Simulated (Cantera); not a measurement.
**CH₃SiH₃ + CH₄ + H₂ (silicon carbide growth)**

A closed system holds: 1 mol CH₃SiH₃, 0.09 mol CH₄, 4.5 mol H₂, at 0.0650 bar.

Cantera equilibrium calculation (NASA polynomials, part measured and part estimated; ideal gas, pure solids and liquids). Candidate condensed phases: C, C₆H₆, C₇H₈, C₈H₁₈, Si, SiC; 87 gas species. The feed counts by its element totals alone. Gases not in the tables: Si₂H₆ and higher silanes. The numbers say what is thermodynamically allowed, not how fast it happens.

```
T (K)   x H₂       x H  x C₂H₂ (acetylene)      x Si     x CH₄    x SiC₂     x SiH    x Si₂C  n C(graphite)  n SiC(s)
-----  -----  --------  ------------------  --------  --------  --------  --------  --------  -------------  --------
1350   1.000   9.35e-6             1.24e-6  1.17e-11  0.000374    <1e-12  1.90e-11    <1e-12         0.0871      1.00
1450   1.000   3.71e-5             4.87e-6  2.82e-10  0.000215    <1e-12  2.85e-10    <1e-12         0.0883      1.00
1550   1.000  0.000124             1.60e-5   4.50e-9  0.000132  1.19e-11   3.01e-9  1.00e-11         0.0887      1.00
1650   1.000  0.000356             4.56e-5   5.12e-8   8.63e-5  2.86e-10   2.38e-8  2.26e-10         0.0886     1.000
1750   0.999  0.000912            0.000115   4.40e-7   5.92e-5   4.75e-9   1.48e-7   3.55e-9         0.0878     1.000
1850   0.998   0.00211            0.000261   2.98e-6   4.23e-5   5.78e-8   7.54e-7   4.10e-8         0.0857     1.000
1950   0.995   0.00448            0.000544   1.66e-5   3.13e-5   5.41e-7   3.23e-6   3.67e-7         0.0815     1.000
2050   0.990   0.00885             0.00105   7.81e-5   2.38e-5   4.06e-6   1.20e-5   2.63e-6         0.0743     0.999
2150   0.981    0.0164             0.00190  0.000317   1.84e-5   2.51e-5   3.91e-5   1.56e-5         0.0631     0.997
2250   0.967    0.0286             0.00324   0.00113   1.44e-5  0.000131  0.000114   7.87e-5         0.0488     0.988
```
x: gas mole fraction; n: condensed amount in mol.

From 1350 K to 2250 K the condensed part is C(graphite) + SiC(s).
